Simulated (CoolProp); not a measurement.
Vapour-liquid equilibrium of acetone (1) + water (2) at 456.3 K; x and y are mole fractions of (1).

Model: multi-fluid Helmholtz-energy mixture model, Lemmon 2006 and Wagner 2002; pair parameters Bell 2016, in CoolProp.

| x | bubble pressure (kPa) | y at the bubble point | dew pressure at overall composition x (kPa) | liquid density (mol/L) |
|---|---|---|---|---|
| 0.05 | 1269 | 0.179 | 1125 | 43.43 |
| 0.2 | 1648 | 0.427 | 1296 | 31.43 |
| 0.35 | 1841 | 0.535 | 1516 | 23.78 |
| 0.5 | 1958 | 0.615 | 1781 | 18.58 |
| 0.65 | 2041 | 0.702 | 1997 | 14.88 |
| 0.8 | 2090 | 0.812 | 2087 | 12.17 |
| 0.95 | 2097 | 0.949 | 2097 | 10.14 |

y crosses x between x = 0.8 and 0.95: the model has an azeotrope there.

Pair parameters are fitted to limited data, so mixtures are less certain than the pure fluids.
